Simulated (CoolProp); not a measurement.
Vapour-liquid equilibrium of toluene (1) + o-xylene (2) at 0.00198 MPa; x and y are mole fractions of (1).

Model: multi-fluid Helmholtz-energy mixture model, Lemmon 2006 and Zhou 2012; pair parameters Bell 2016, in CoolProp.

```json
[
 {"x": "0.05", "bubble temperature, mixture model (K)": "309.9", "bubble temperature, Raoult's law (K)": "309.8", "y, mixture model": "0.166", "y, Raoult's law": "0.171"},
 {"x": "0.125", "bubble temperature, mixture model (K)": "306.6", "bubble temperature, Raoult's law (K)": "306.5", "y, mixture model": "0.361", "y, Raoult's law": "0.364"},
 {"x": "0.2", "bubble temperature, mixture model (K)": "303.6", "bubble temperature, Raoult's law (K)": "303.6", "y, mixture model": "0.505", "y, Raoult's law": "0.505"},
 {"x": "0.275", "bubble temperature, mixture model (K)": "301.0", "bubble temperature, Raoult's law (K)": "301.0", "y, mixture model": "0.615", "y, Raoult's law": "0.612"},
 {"x": "0.35", "bubble temperature, mixture model (K)": "298.7", "bubble temperature, Raoult's law (K)": "298.8", "y, mixture model": "0.699", "y, Raoult's law": "0.694"},
 {"x": "0.425", "bubble temperature, mixture model (K)": "296.6", "bubble temperature, Raoult's law (K)": "296.8", "y, mixture model": "0.765", "y, Raoult's law": "0.760"},
 {"x": "0.5", "bubble temperature, mixture model (K)": "294.8", "bubble temperature, Raoult's law (K)": "295.0", "y, mixture model": "0.817", "y, Raoult's law": "0.813"},
 {"x": "0.575", "bubble temperature, mixture model (K)": "293.1", "bubble temperature, Raoult's law (K)": "293.3", "y, mixture model": "0.859", "y, Raoult's law": "0.856"},
 {"x": "0.65", "bubble temperature, mixture model (K)": "291.6", "bubble temperature, Raoult's law (K)": "291.8", "y, mixture model": "0.893", "y, Raoult's law": "0.892"},
 {"x": "0.725", "bubble temperature, mixture model (K)": "290.3", "bubble temperature, Raoult's law (K)": "290.4", "y, mixture model": "0.922", "y, Raoult's law": "0.922"},
 {"x": "0.8", "bubble temperature, mixture model (K)": "289.0", "bubble temperature, Raoult's law (K)": "289.2", "y, mixture model": "0.947", "y, Raoult's law": "0.948"},
 {"x": "0.875", "bubble temperature, mixture model (K)": "287.9", "bubble temperature, Raoult's law (K)": "288.0", "y, mixture model": "0.969", "y, Raoult's law": "0.970"},
 {"x": "0.95", "bubble temperature, mixture model (K)": "286.8", "bubble temperature, Raoult's law (K)": "286.8", "y, mixture model": "0.988", "y, Raoult's law": "0.989"}
]
```

The largest gap from Raoult's law is -0.2 K in bubble temperature, at x = 0.575. No azeotrope shows between x = 0.05 and 0.95.

The pair parameters rest on a limited set of measurements; away from them the model extrapolates.
